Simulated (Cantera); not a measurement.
Charge: 1 mol BCl3, 0.061 mol H2O, 6 mol N2, at 95000 Pa.

Method: chemical equilibrium by Gibbs-energy minimisation in Cantera with the NASA 1993 tables (ideal gas, pure condensed phases). Candidate condensed phases: B, BN, B2O3, B3O3H3, H2O, NH4Cl; 49 gas species. The numbers say what is thermodynamically allowed, not how fast it happens.

**Question.** At 802 °C, list the 4 most abundant gas species with their mole fractions, and the condensed phases.

**Answer.** N2 0.847, BCl3 0.133, HCl 0.0172, B3O3Cl3 0.00287. Condensed: gas only.
